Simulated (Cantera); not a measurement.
Adiabatic ignition

An adiabatic, constant-volume homogeneous reactor starts with CO : H₂ : CH₄ : O₂ : N₂ : H₂O = 1 : 0.079 : 0.039 : 0.846 : 3.18 : 0.029 (molar parts), equivalence ratio 0.73, at 1550 K and 750 Torr.

Computed with Cantera and GRI-Mech 3.0 (53 species, 325 reactions).

```
t (s)     T (K)  P (bar)    x CO     x H₂    x CH₄     x CO₂     x OH
--------  -----  -------  ------  -------  -------  --------  -------
1.00e-6    1550     1.00   0.193   0.0153  0.00754   1.20e-7  3.01e-8
2.85e-6    1550     1.00   0.193   0.0153  0.00754   4.39e-7  1.66e-7
8.11e-6    1550     1.00   0.193   0.0153  0.00754   3.00e-6  1.32e-6
2.31e-5    1551     1.00   0.193   0.0150  0.00731  0.000205  9.65e-5
6.58e-5    2019     1.29   0.112  0.00359   <1e-12    0.0904  0.00989
0.000187   2579     1.59  0.0866  0.00269   <1e-12     0.123   0.0134
0.000534   2818     1.71  0.0702  0.00198   <1e-12     0.143   0.0127
0.00152    2813     1.71  0.0692  0.00197   <1e-12     0.145   0.0122
0.00433    2809     1.70  0.0690  0.00197   <1e-12     0.145   0.0120
0.0123     2809     1.70  0.0690  0.00197   <1e-12     0.145   0.0120
0.0351     2809     1.70  0.0690  0.00197   <1e-12     0.145   0.0120
0.100      2809     1.70  0.0690  0.00197   <1e-12     0.145   0.0120
```
x: mole fraction; the columns are a selection and need not sum to one.

The time of steepest temperature rise comes out as 35.9 µs and the temperature at 0.100 s is 2809 K. The equilibrium temperature comes out as 2809 K, the x(CO) at 0.100 s is 0.0690 (gas-phase equilibrium 0.0690) and the x(H₂) at 0.100 s is 0.00197 (gas-phase equilibrium 0.00197). The x(CH₄) at 0.100 s is <1e-12 (gas-phase equilibrium <1e-12).
